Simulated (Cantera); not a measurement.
## Ignition delay

Mixture: C3H8 : O2 : N2 = 1 : 3.57 : 13.4 (molar parts), equivalence ratio 1.4, at 550000 Pa, adiabatic and at constant pressure. Ignition delay is the time to a rise of 400 K.

Model: GRI-Mech 3.0 (53 species, 325 reactions), integrated in Cantera. GRI-Mech 3.0 was tuned for natural gas; its chemistry of propane as a main component is partial and can be far from experiment.

```csv
T0 (K),delay (ms)
1075,30.7
1125,11.3
1175,4.21
1225,1.62
1275,0.660
1325,0.288
1375,0.136
1425,0.0692
1475,0.0381
1525,0.0225
```

The apparent activation energy between 1425 and 1525 K is 200 kJ/mol.
